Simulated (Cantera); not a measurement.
A closed system holds: 1 mol PbO, 5 mol CO, 0.74 mol N2.

Equilibrium computed with Cantera from the NASA thermochemical tables; the gas is ideal and each condensed phase is pure. Candidate condensed phases: C, Pb, PbO, PbO2, Pb3O4; 27 gas species. The numbers say what is thermodynamically allowed, not how fast it happens.

Stable condensed phases, one row left out:

```
T in K \ P in Pa
              10      36     130     460    1700    6000   22000   77000  280000 1000000
   1575        A       A       A       A       A       A       A       B       B       B
   1500        A       A       A       A       A       A       B       B       B       B
   1425        A       A       A       A       A       A       B       B       B       B
   1275        A       A       A       A       B       B       B       B       B       B
   1200        A       A       A       B       B       B       B       B       B       B
   1125        A       A       B       B       B       B       B       B       B       C
   1050        A       B       B       B       B       B       B       B       C       C
    975        B       B       B       B       B       B       B       C       C       C
    900        B       B       B       B       B       B       C       C       C       C
    825        B       B       B       B       C       C       C       C       C       C
    750        B       B       C       C       C       C       C       C       C       C
```

A: gas only; B: Pb; C: C + Pb.

### Question
Give the row for 1350 K.

### Answer
10: gas only; 36: gas only; 130: gas only; 460: gas only; 1700: gas only; 6000: Pb; 22000: Pb; 77000: Pb; 280000: Pb; 1000000: Pb.
